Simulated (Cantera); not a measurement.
Input: 1 mol C2H4, 0.6 mol H2O, 10 mol N2, at 29300 Torr.

Cantera equilibrium calculation (NASA polynomials, part measured and part estimated; ideal gas, pure solids and liquids). Candidate condensed phases: C, C6H6, C7H8, C8H18, H2O; 136 gas species. The ideal-gas law is rough above about 30 bar. The numbers say what is thermodynamically allowed, not how fast it happens.

log p: log10 of the partial pressure in bar; n: condensed amount in mol.

```csv
T (K),log p N2,log p H2,log p HCN,log p CO,n C(graphite)
1898,1.47,0.88,-0.84,0.25,1.34
2048,1.47,0.87,-0.58,0.25,1.29
2198,1.47,0.87,-0.36,0.25,1.22
2348,1.46,0.86,-0.16,0.25,[?]
2498,1.46,0.84,0.00,0.25,[?]
2648,1.46,0.82,0.14,0.25,[?]
2798,1.45,0.80,0.26,0.25,[?]
```

### Question
Complete the blanks.

### Answer

- 2348, n C(graphite): 1.11
- 2498, n C(graphite): 0.964
- 2648, n C(graphite): 0.767
- 2798, n C(graphite): 0.520
